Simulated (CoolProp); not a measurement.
Values from CoolProp's reference Helmholtz-energy equation of state, Schroeder 2014.

For ethanol, give the phase and the cv (kJ/(kg K)), viscosity (µPa s) at 373.5 K and 70.4 kPa.


- 373.5 K and 70.4 kPa: gas; cv 1.53, viscosity 11.1

Viscosity comes from a separate model (Kiselev 2005).
